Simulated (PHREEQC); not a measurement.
Consider water at 25 °C with 0.00128 mol CdCl2, 0.00034 mol NiCl2, 6.4e-05 mol NaF and 0.0134 mol Na2SO4 per kg of water. Closed to the air; pH follows from the charge balance.

Computed with PHREEQC (ion-association model, wateq4f.dat).

This is a speciation only: nothing precipitates in the calculation.

**Question.** Predict the pH, ionic strength.

**Answer.** pH 6.66; ionic strength 0.0407 mol/kgw.

**Question.** In which forms is Cd present?

**Answer.** Cd+2 49 %, CdSO4 39 %, CdCl+ 7.0 %, Cd(SO4)2-2 5.2 % of the Cd.

Species that the database lacks are ignored.
